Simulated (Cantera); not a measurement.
Feed: 1 mol borazine, 1.9 mol O2, 120 mol N2, 0.14 mol H2O, equilibrated at 2375 K and 133 Pa.

These are equilibrium values from Cantera (NASA tables, ideal gas, pure condensed phases), not measurements of a reactor. Candidate condensed phases: B, BN, B2O3, B3O3H3, H2O; 39 gas species. The feed counts by its element totals alone. Equilibrium is a limit: real reactors are often held back by kinetics, nucleation or transport.

Base state: N2 0.937, H 0.0315, BO 0.0174, H2 0.00666, BO2 0.00174, HBO2 0.00171, O 0.00146, B2O3 0.000929 (mole fractions); condensed: gas only.

Question: What changes in the equilibrium state with this change: H2O from 0.14 to 2.9 mol?

Answer: 
```tsv
species	before	after
N2	0.937	0.906
H	0.0315	0.0441
H2	0.00666	0.0131
BO	0.0174	0.00977
O2	4.97e-5	0.000894
H2O	0.000545	0.00454
OH	0.000459	0.00273
```
